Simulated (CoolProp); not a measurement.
Vapour-liquid equilibrium of cyclohexane (1) + n-nonane (2) at 1.03 bar; x and y are mole fractions of (1).

Model: multi-fluid Helmholtz-energy mixture model, Zhou 2014 and Lemmon 2006; pair parameters Bell 2016, in CoolProp.

Problem. Give the bubble temperature and the first vapour's composition at x = 0.45, 0.55, 0.75. Is there an azeotrope?

Solution. x = 0.45: 106.3 °C, y = 0.848; x = 0.55: 100.4 °C, y = 0.899; x = 0.75: 90.6 °C, y = 0.961. No azeotrope shows between x = 0.05 and 0.95.

The pair parameters rest on a limited set of measurements; away from them the model extrapolates.
